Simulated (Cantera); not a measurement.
Cantera with NASA thermochemical tables; ideal gases at 1 bar, condensed phases pure. Values are per mole of reaction as written; species without (g) are pure solids or liquids, kept so even where they would boil at 1 bar.

### Question
Between 300 and 1923 K, where is each reaction favourable under standard conditions?
- H₂O(g) + Pb → 2 H(g) + PbO(g)

### Answer
- H₂O(g) + Pb → 2 H(g) + PbO(g): ΔG° is 683 kJ at 300 K and 322 kJ at 1923 K; it stays positive (K < 1). ΔH° is 754 kJ and ΔS° 225 J/K at 1923 K.
